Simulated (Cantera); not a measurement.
# Thermodynamics of carbon deposition, reforming and gasification, feed C3H8 + CO2 + N2

Input: 1 mol C3H8, 2.9 mol CO2, 1.3 mol N2, held at 19000 Pa.

These are equilibrium values from Cantera (NASA tables, ideal gas, pure condensed phases), not measurements of a reactor. Candidate condensed phases: C, C6H6, C7H8, C8H18, H2O; 136 gas species. Equilibrium is a limit: real reactors are often held back by kinetics, nucleation or transport.

```tsv
T (K)	x CO	x H2	x H2O	x CO2	x N2	x H	x CH4	n C(graphite)
675	0.0108	0.152	0.314	0.267	0.193	<1e-12	0.0637	3.59
875	0.271	0.351	0.0736	0.150	0.144	6.81e-11	0.0102	2.02
1075	0.511	0.358	0.00439	0.00674	0.119	2.01e-8	0.00110	0.210
1275	0.522	0.360	0.000416	0.000363	0.117	1.01e-6	0.000228	0.106
1475	0.522	0.360	7.38e-5	4.31e-5	0.117	1.79e-5	7.16e-5	0.0984
1675	0.522	0.360	1.99e-5	8.70e-6	0.117	0.000160	2.96e-5	0.0921
1875	0.522	0.359	7.10e-6	2.52e-6	0.116	0.000901	1.48e-5	0.0768
2075	0.522	0.355	3.10e-6	9.36e-7	0.115	0.00364	8.41e-6	0.0432
2275	0.520	0.348	1.82e-6	4.91e-7	0.113	0.0115	4.41e-6	0
2475	0.515	0.336	1.70e-6	4.24e-7	0.112	0.0299	1.67e-6	0
2675	0.505	0.311	1.51e-6	3.69e-7	0.110	0.0661	6.80e-7	0
```
x: gas mole fraction; n: condensed amount in mol.

From 675 K to 2075 K the condensed part is C(graphite). From 2275 K to 2675 K nothing is condensed. The main C-bearing gas is CO2 at 675 K and CO at 2675 K.
